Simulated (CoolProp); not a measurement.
Carbonyl sulfide at several states: fugacity coefficient from the reference equation and from simpler models built on Tc = 378.8 K, pc = 6.369 MPa, ω = 0.098; each cubic takes its own stable root.

The numbers come from the reference Helmholtz-energy equation of state, Lemmon 2006 in CoolProp. It is a short technical equation, of lower accuracy than the large ones.

```json
[
 {"T (K)": "380.5", "p (MPa)": "5", "phase": "gas", "reference": "0.7453"},
 {"T (K)": "144.7", "p (MPa)": "0.0127", "phase": "liquid", "reference": "0.02064"},
 {"T (K)": "275.8", "p (MPa)": "16.4", "phase": "liquid", "reference": "0.05677"},
 {"T (K)": "503.4", "p (MPa)": "0.0564", "phase": "gas", "reference": "0.9988"},
 {"T (K)": "605.7", "p (MPa)": "0.459", "phase": "gas", "reference": "0.9951"},
 {"T (K)": "618.2", "p (MPa)": "0.61", "phase": "gas", "reference": "0.9939"}
]
```

Problem. How far does each simpler model (van der Waals, Redlich-Kwong, Soave-Redlich-Kwong, Peng-Robinson) lie from the reference over these 6 states: mean and median of the absolute difference, and the worst?

Solution. 
- van der Waals: mean 811.5 %, median 1.7 %, worst +4720.3 % at 144.7 K and 0.0127 MPa
- Redlich-Kwong: mean 9.9 %, median 0.1 %, worst -46.9 % at 144.7 K and 0.0127 MPa
- Soave-Redlich-Kwong: mean 0.6 %, median 0.1 %, worst +3.0 % at 275.8 K and 16.4 MPa
- Peng-Robinson: mean 4.5 %, median 1.3 %, worst +21.7 % at 144.7 K and 0.0127 MPa

At some of these states van der Waals gives the other phase, because its saturation line lies elsewhere.
